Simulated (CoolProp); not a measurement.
R113 along the isobar 0.703 MPa: density (kg/m³) from the reference equation and from simpler models built on Tc = 487.2 K, pc = 3.392 MPa, ω = 0.253; each cubic takes its own stable root.

Computed with CoolProp (reference Helmholtz-energy equation of state, Marx 1992).

```csv
T (K),phase,reference,van der Waals,Redlich-Kwong,Soave-Redlich-Kwong,Peng-Robinson
364.9,liquid,1394,50.44,1229,1285,1456
378.4,liquid,1355,47.91,1183,1241,1407
391.9,liquid,1312,45.67,47.43,1191,1352
405.5,gas,45.77,43.65,45.02,45.57,46.06
419,gas,43.38,41.84,42.92,43.31,43.75
432.5,gas,41.32,40.19,41.04,41.31,41.72
446,gas,39.52,38.69,39.36,39.54,39.92
459.5,gas,37.92,37.30,37.84,37.95,38.29
473,gas,36.47,36.02,36.46,36.50,36.82
486.5,gas,35.16,34.84,35.18,35.19,35.48
500,gas,33.96,33.74,34.01,33.98,34.25
```

At some of these states van der Waals, Redlich-Kwong gives the other phase, because its saturation line lies elsewhere.
